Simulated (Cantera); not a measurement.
# Reactions in the system H-O-Ta

Standard-state values (1 bar) from the NASA 1993 polynomials, evaluated with Cantera. Values are per mole of reaction as written; species without (g) are pure solids or liquids, kept so even where they would boil at 1 bar.

2 H2(g) + TaO2(g) → Ta + 2 H2O(g)

```json
[
 {"T (K)": "550", "ΔH° (kJ)": "-285.7", "ΔS° (J/K)": "-129.5", "ΔG° (kJ)": "-214.5", "log10 K": "20.37"},
 {"T (K)": "625", "ΔH° (kJ)": "-286.6", "ΔS° (J/K)": "-131.0", "ΔG° (kJ)": "-204.7", "log10 K": "17.11"},
 {"T (K)": "700", "ΔH° (kJ)": "-287.4", "ΔS° (J/K)": "-132.2", "ΔG° (kJ)": "-194.9", "log10 K": "14.54"},
 {"T (K)": "775", "ΔH° (kJ)": "-288.1", "ΔS° (J/K)": "-133.2", "ΔG° (kJ)": "-184.9", "log10 K": "12.46"},
 {"T (K)": "850", "ΔH° (kJ)": "-288.8", "ΔS° (J/K)": "-134.0", "ΔG° (kJ)": "-174.9", "log10 K": "10.75"},
 {"T (K)": "925", "ΔH° (kJ)": "-289.3", "ΔS° (J/K)": "-134.6", "ΔG° (kJ)": "-164.8", "log10 K": "9.31"},
 {"T (K)": "1000", "ΔH° (kJ)": "-289.8", "ΔS° (J/K)": "-135.1", "ΔG° (kJ)": "-154.7", "log10 K": "8.08"}
]
```
